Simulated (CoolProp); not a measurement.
Model: reference Helmholtz-energy equation of state, Leachman 2009, in CoolProp.

**Question.** For normal hydrogen, give the phase and the speed of sound (m/s), Joule-Thomson coefficient (K/MPa) at 36.2 K and 1.5 MPa; 36.2 K and 1.79 MPa.

**Answer.** 
- 36.2 K and 1.5 MPa: supercritical; speed of sound 436, Joule-Thomson coefficient 6.63
- 36.2 K and 1.79 MPa: supercritical; speed of sound 441, Joule-Thomson coefficient 4.91
